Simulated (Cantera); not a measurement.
**Ignition delay**

Mixture: CH4 : O2 : N2 = 1 : 3.03 : 11.4 (molar parts), equivalence ratio 0.66, at 1000000 Pa, adiabatic and at constant pressure. Ignition delay is the time to a rise of 400 K.

Computed with Cantera and GRI-Mech 3.0 (53 species, 325 reactions).

```
T0 (K)  delay (ms)
------  ----------
1000          74.1
1075          21.6
1150          7.48
1225          2.90
1300          1.22
1375         0.543
```

* **apparent activation energy between 1225 and 1375 K**: 160 kJ/mol
